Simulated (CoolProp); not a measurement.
Vapour-liquid equilibrium of ethylbenzene (1) + o-xylene (2) at 552.2 K; x and y are mole fractions of (1).

Values from CoolProp's multi-fluid Helmholtz-energy mixture model, Zhou 2012 and Zhou 2012; pair parameters Bell 2016.

```csv
x,"bubble pressure, mixture model (MPa)","bubble pressure, Raoult's law (MPa)","y, mixture model","y, Raoult's law"
0.05,1.379,1.380,0.054,0.057
0.15,1.399,1.400,0.162,0.168
0.25,1.420,1.419,(withheld),0.276
0.35,1.441,1.439,0.373,0.382
0.45,1.463,1.459,0.474,0.484
0.55,1.484,1.479,(withheld),0.583
0.65,1.505,1.499,(withheld),0.680
0.75,1.525,1.519,0.766,0.775
0.85,1.544,1.539,0.860,0.867
0.95,1.561,1.559,0.953,0.956
```

Task: What belongs in the gaps?

Result: 
- 0.25, y, mixture model: 0.269
- 0.55, y, mixture model: 0.573
- 0.65, y, mixture model: 0.670

The largest gap from Raoult's law is +0.4 % in bubble pressure, at x = 0.65. No azeotrope shows between x = 0.05 and 0.95.

Pair parameters are fitted to limited data, so mixtures are less certain than the pure fluids.
